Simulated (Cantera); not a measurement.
Charge: 1 mol SiC, 0.039 mol O2, 84 mol N2, at 0.00120 Torr.

Cantera equilibrium calculation (NASA polynomials, part measured and part estimated; ideal gas, pure solids and liquids). Candidate condensed phases: C, Si, SiC, SiO2, Si2N2O, Si3N4; 34 gas species. Rates play no part.

Problem. At 1998 K, list the 4 most abundant gas species with their mole fractions, and the condensed phases.

Solution. N2 0.987, Si 0.0113, CO 0.000917, SiC2 0.000463. Condensed: C(graphite).
